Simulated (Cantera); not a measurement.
**Equilibrium for abatement and gas-phase synthesis: CO2 + H2 + O2**

Feed: 1 mol CO2, 3.1 mol H2, 1.2 mol O2, equilibrated at 3.00 bar.

Method: chemical equilibrium by Gibbs-energy minimisation in Cantera with the NASA 1993 tables (ideal gas, pure condensed phases). Candidate condensed phases: C, C6H6, C7H8, C8H18, H2O; 110 gas species. The numbers say what is thermodynamically allowed, not how fast it happens.

From 1775 °C to 2225 °C nothing is condensed. The main C-bearing gas is CO2 throughout.

| T (°C) | log p H2O | log p CO2 | log p CO | log p H2 |
|---|---|---|---|---|
| 1775 | 0.31 | -0.33 | -0.57 | -0.61 |
| 1825 | 0.31 | -0.34 | -0.57 | -0.62 |
| 1875 | 0.31 | -0.34 | -0.56 | -0.62 |
| 1925 | 0.31 | -0.34 | -0.56 | -0.63 |
| 1975 | 0.31 | -0.35 | -0.55 | -0.63 |
| 2025 | 0.31 | -0.35 | -0.55 | -0.64 |
| 2075 | 0.31 | -0.35 | -0.54 | -0.64 |
| 2125 | 0.31 | -0.36 | -0.54 | -0.65 |
| 2175 | 0.31 | -0.36 | -0.53 | -0.65 |
| 2225 | 0.30 | -0.37 | -0.53 | -0.65 |
log p: log10 of the partial pressure in bar; nothing condenses.
